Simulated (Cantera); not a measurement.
Cantera run, input and output.

```python
import numpy as np
import cantera as ct

surf = ct.Interface("diamond.yaml", "diamond_100")
gas, bulk = surf.adjacent["gas"], surf.adjacent["diamond"]
k = surf.kinetics_species_index(bulk.species_names[0])
cover = ["c6HH", "c6H*", "c6*H", "c6**", "c6HM", "c6B"]

rows, drift = [], 0.0
print(f"{'T':>10s}{'um/h':>11s}" + "".join(f"{s:>11s}" for s in cover))
for v in [925, 975, 1025, 1075, 1125, 1175, 1225, 1275, 1325, 1375]:
    T, P, xH, xCH3 = v, 23000, 0.01, 0.00052
    gas.TPX = T, P, {"H": xH, "CH3": xCH3, "CH4": 0.015, "H2": 1 - xH - xCH3 - 0.015}
    surf.TP = bulk.TP = T, P
    surf.coverages = "c6H*:0.1, c6HH:0.9"
    surf.advance_coverages(100.0)
    before = surf.coverages
    surf.advance_coverages(100.0)
    drift = max(drift, np.max(np.abs(surf.coverages - before) / (surf.coverages + 1e-9)))
    rate = surf.net_production_rates[k] * bulk.mean_molecular_weight / bulk.density * 3.6e9
    rows.append([rate, *surf[cover].coverages])
    print(f"{v:10.4g}{rate:11.4e}" + "".join(f"{x:11.3e}" for x in rows[-1][1:]))
```

Output:

```
         T       um/h       c6HH       c6H*       c6*H       c6**       c6HM        c6B
       925 4.1307e+01  6.362e-01  1.206e-02  2.991e-01  5.183e-03  3.729e-02  1.121e-07
       975 5.3955e+01  5.953e-01  1.595e-02  3.407e-01  7.765e-03  3.015e-02  1.464e-07
      1025 6.7806e+01  5.551e-01  2.032e-02  3.790e-01  1.111e-02  2.451e-02  1.840e-07
      1075 8.1939e+01  5.168e-01  2.508e-02  4.134e-01  1.528e-02  1.990e-02  2.223e-07
      1125 9.4282e+01  4.809e-01  3.016e-02  4.437e-01  2.032e-02  1.589e-02  2.558e-07
      1175 1.0086e+02  4.480e-01  3.547e-02  4.703e-01  2.622e-02  1.208e-02  2.737e-07
      1225 9.6922e+01  4.181e-01  4.095e-02  4.933e-01  3.297e-02  8.346e-03  2.630e-07
      1275 8.2323e+01  3.908e-01  4.650e-02  5.126e-01  4.049e-02  5.020e-03  2.234e-07
      1325 6.4674e+01  3.658e-01  5.198e-02  5.279e-01  4.863e-02  2.630e-03  1.755e-07
      1375 5.1802e+01  3.429e-01  5.730e-02  5.392e-01  5.722e-02  1.253e-03  1.406e-07
```

Model: the Harris–Goodwin 1993 mechanism for the reconstructed diamond (100) surface, integrated in Cantera.
